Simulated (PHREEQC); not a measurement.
Model water analysis in mg/L, 20 °C, pH 6.34, pe 12.1:

```csv
constituent,mg/L
Na,1880
K,5.2
Ca,628
Mg,554
Cl,5280
S(6) as SO4,283
Alkalinity as HCO3,137
O(0) (dissolved oxygen),1.43
```

Valence states are taken as typed.

All values are PHREEQC results (ion-association model, phreeqc.dat), not measurements.

Precipitation was switched off in this run.

Q: Order these S species by the share of S that they hold, largest first: NaSO4-, MgSO4, SO4-2, CaSO4.

A: SO4-2 (55 %), MgSO4 (25 %), CaSO4 (13 %), NaSO4- (6.6 %)

Q: Order these C species by the share of C that they hold, largest first: MgHCO3+, CO2, HCO3-, CaHCO3+, NaHCO3.

A: HCO3- (51 %), CO2 (40 %), MgHCO3+ (4.6 %), CaHCO3+ (2.9 %), NaHCO3 (1.3 %)

The pH is 6.34 and the ionic strength 0.196 mol/kgw.
